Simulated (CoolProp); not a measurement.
Carbonyl sulfide along the isotherm 434.2 K: fugacity coefficient from the reference equation and from simpler models built on Tc = 378.8 K, pc = 63.69 bar, ω = 0.098; each cubic takes its own stable root.

The numbers come from the reference Helmholtz-energy equation of state, Lemmon 2006 in CoolProp. It is a short technical equation, of lower accuracy than the large ones.

| p (bar) | phase | reference | Redlich-Kwong | Soave-Redlich-Kwong |
|---|---|---|---|---|
| 0.302 | gas | 0.9990 | 0.9989 | 0.9990 |
| 0.573 | gas | 0.9980 | 0.9979 | 0.9980 |
| 1.09 | gas | 0.9963 | 0.9961 | 0.9962 |
| 2.06 | gas | 0.9930 | 0.9926 | 0.9929 |
| 3.9 | gas | 0.9867 | 0.9861 | 0.9865 |
| 7.4 | gas | 0.9748 | 0.9737 | 0.9745 |
| 14 | gas | 0.9525 | 0.9505 | 0.9520 |
| 26.6 | gas | 0.9105 | 0.9071 | 0.9100 |
| 50.4 | gas | 0.8331 | 0.8278 | 0.8333 |
| 95.5 | supercritical | 0.6932 | 0.6870 | 0.6980 |
